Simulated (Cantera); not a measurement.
Charge: 1 mol AlN, 0.017 mol N2, at 0.0390 Torr.

Equilibrium computed with Cantera from the NASA thermochemical tables; the gas is ideal and each condensed phase is pure. Candidate condensed phases: Al, AlN; 5 gas species. Rates play no part.

### Question
Which condensed phases are stable at each of these points (T (°C)): 1152, 1252, 1352, 1452, 1552, 1652, 1752, 1852, 1952, 2052, 2152, 2252, 2352, 2452?

### Answer
```json
[
 {"T (°C)": "1152", "condensed phases": "AlN(s)", "Al condensed (%)": "100.0"},
 {"T (°C)": "1252", "condensed phases": "AlN(s)", "Al condensed (%)": "100.0"},
 {"T (°C)": "1352", "condensed phases": "AlN(s)", "Al condensed (%)": "100.0"},
 {"T (°C)": "1452", "condensed phases": "AlN(s)", "Al condensed (%)": "99.7"},
 {"T (°C)": "1552", "condensed phases": "gas only", "Al condensed (%)": "0.0"},
 {"T (°C)": "1652", "condensed phases": "gas only", "Al condensed (%)": "0.0"},
 {"T (°C)": "1752", "condensed phases": "gas only", "Al condensed (%)": "0.0"},
 {"T (°C)": "1852", "condensed phases": "gas only", "Al condensed (%)": "0.0"},
 {"T (°C)": "1952", "condensed phases": "gas only", "Al condensed (%)": "0.0"},
 {"T (°C)": "2052", "condensed phases": "gas only", "Al condensed (%)": "0.0"},
 {"T (°C)": "2152", "condensed phases": "gas only", "Al condensed (%)": "0.0"},
 {"T (°C)": "2252", "condensed phases": "gas only", "Al condensed (%)": "0.0"},
 {"T (°C)": "2352", "condensed phases": "gas only", "Al condensed (%)": "0.0"},
 {"T (°C)": "2452", "condensed phases": "gas only", "Al condensed (%)": "0.0"}
]
```

From 1152 °C to 1452 °C the condensed part is AlN(s). From 1552 °C to 2452 °C nothing is condensed.
